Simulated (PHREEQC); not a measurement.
Consider water at 25 °C with 0.0026 mol Ba(NO3)2 per kg of water. It is in equilibrium with CO2 at log p = -3.4 (atm). Otherwise closed; pH follows from the charge balance.

Computed with PHREEQC (ion-association model, wateq4f.dat).

| quantity | before | after |
|---|---|---|
| pH | 5.60 | 5.58 |
| CO2 (mol/kgw) | 1.35e-5 | 1.81e-5 |
| HCO3- (mol/kgw) | 2.65e-6 | 2.84e-6 |

Problem. Name the change that produced these shifts.
(A) Ba(NO3)2 replaced by Ni(NO3)2 at the same molality
(B) Ba(NO3)2 replaced by Pb(NO3)2 at the same molality
(C) temperature from 25 to 15 °C
(D) Ba(NO3)2 from 0.0026 to 0.0039 mol/kgw
(E) diluted 10-fold with water

Solution. C, temperature from 25 to 15 °C

No solid was allowed to form.
